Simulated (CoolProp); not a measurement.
c-C4F8 (RC318) at several states: density (kg/m³) from the reference equation and from simpler models built on Tc = 115.2 °C, pc = 2778 kPa, ω = 0.355; each cubic takes its own stable root.

Values from CoolProp's reference Helmholtz-energy equation of state, Platzer 1990. This equation is an older, rougher fit; its heat capacities, sound speeds and derivatives of the liquid may be far off and weren't checked against measurements.

```tsv
T (°C)	p (kPa)	phase	reference
-33.95	138	liquid	1711
3.25	980	liquid	1586
169.25	1450	gas	89.12
```

Q: How far does each simpler model (Redlich-Kwong, Soave-Redlich-Kwong, Peng-Robinson) lie from the reference over these 3 states: mean and median of the absolute difference, and the worst?

A: 
- Redlich-Kwong: mean 7.4 %, median 9.9 %, worst -10.8 % at 3.25 °C and 980 kPa
- Soave-Redlich-Kwong: mean 3.8 %, median 5.6 %, worst -5.6 % at 3.25 °C and 980 kPa
- Peng-Robinson: mean 5.0 %, median 6.5 %, worst +6.7 % at 3.25 °C and 980 kPa
